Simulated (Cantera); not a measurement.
Input: 1 mol NF3, 0.01 mol SO2, 2.8 mol N2, equilibrated at 12.0 Pa.

These are equilibrium values from Cantera (NASA tables, ideal gas, pure condensed phases), not measurements of a reactor. Candidate condensed phases: S; 35 gas species. Equilibrium is a limit: real reactors are often held back by kinetics, nucleation or transport. All values below are at 2875 °C.

Base state: N2 0.520, F 0.473, O 0.00314, N 0.00228, S 0.00158, NO 1.88e-5 (mole fractions); condensed: gas only.

What changes in the equilibrium state with this change: SO2 from 0.01 to 0.0059 mol?


```json
[
 {"species": "N2", "before": "0.520", "after": "0.521"},
 {"species": "F", "before": "0.473", "after": "0.474"},
 {"species": "N", "before": "0.00228", "after": "0.00228"},
 {"species": "O", "before": "0.00314", "after": "0.00185"},
 {"species": "S", "before": "0.00158", "after": "0.000933"},
 {"species": "NO", "before": "1.88e-5", "after": "1.11e-5"}
]
```

What changes in the equilibrium state with this change: pressure from 12.0 Pa to 1.33 mbar?


```tsv
species	before	after
N2	0.520	0.521
F	0.473	0.474
O	0.00314	0.00309
N	0.00228	0.000684
NO	1.88e-5	6.18e-5
S	0.00158	0.00158
```
